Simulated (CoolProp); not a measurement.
Values from CoolProp's reference Helmholtz-energy equation of state, Zhou 2011.

Task: For dimethyl carbonate, give the phase and the Joule-Thomson coefficient (K/MPa) at 167.25 °C and 0.155 MPa; 167.25 °C and 1.06 MPa; 167.25 °C and 13.7 MPa.

Result: 
- 167.25 °C and 0.155 MPa: gas; Joule-Thomson coefficient 13.0
- 167.25 °C and 1.06 MPa: liquid; Joule-Thomson coefficient -0.0493
- 167.25 °C and 13.7 MPa: liquid; Joule-Thomson coefficient -0.151
